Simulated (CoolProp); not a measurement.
Water along the isotherm 1000 K: Z from the reference equation and from simpler models built on Tc = 647.1 K, pc = 22.06 MPa, ω = 0.344; each cubic takes its own stable root.

The numbers come from the reference Helmholtz-energy equation of state, Wagner 2002 in CoolProp.

| p (MPa) | phase | reference |
|---|---|---|
| 0.316 | gas | 0.9992 |
| 0.599 | gas | 0.9985 |
| 1.14 | gas | 0.9971 |
| 2.15 | gas | 0.9945 |
| 4.08 | gas | 0.9895 |
| 7.74 | gas | 0.9801 |
| 14.7 | gas | 0.9620 |
| 27.8 | supercritical | 0.9285 |
| 52.7 | supercritical | 0.8719 |
| 100 | supercritical | 0.8163 |

Problem. How far does each simpler model (Redlich-Kwong, Soave-Redlich-Kwong, Peng-Robinson) lie from the reference over these 10 states: mean and median of the absolute difference, and the worst?

Solution. 
- Redlich-Kwong: mean 1.4 %, median 0.8 %, worst -4.1 % at 1000 K and 52.7 MPa
- Soave-Redlich-Kwong: mean 3.2 %, median 0.3 %, worst +19.4 % at 1000 K and 100 MPa
- Peng-Robinson: mean 1.8 %, median 0.2 %, worst +12.9 % at 1000 K and 100 MPa
